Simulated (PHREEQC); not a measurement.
Solution (20 °C): 0.026 mol Ni(NO3)2, 0.078 mol H3BO3 and 0.26 mol HCl per kg of water. It is in equilibrium with CO2 at log p = -3.4 (atm). Otherwise closed; pH follows from the charge balance.

All values are PHREEQC results (ion-association model, wateq4f.dat), not measurements.

This is a speciation only: nothing precipitates in the calculation.

Order these Ni species by the share of Ni that they hold, largest first: Ni+2, NiCl+, NiCl2.

Ni+2 (80 %), NiCl+ (14 %), NiCl2 (5.8 %)

The pH is 0.69 and the ionic strength 0.326 mol/kgw.
